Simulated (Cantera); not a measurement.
Feed: 1 mol Si, 3.5 mol F₂, a varied amount of H₂, equilibrated at 550 °C and 133 Pa.

Equilibrium computed with Cantera from the NASA thermochemical tables; the gas is ideal and each condensed phase is pure. Candidate condensed phases: Si; 25 gas species. Kinetics and transport are ignored.

### Question
At 1.1 mol H₂, list the 4 most abundant gas species with their mole fractions, and the condensed phases.

### Answer
HF 0.586, SiF₄ 0.266, F 0.0823, F₂ 0.0654. Condensed: gas only.
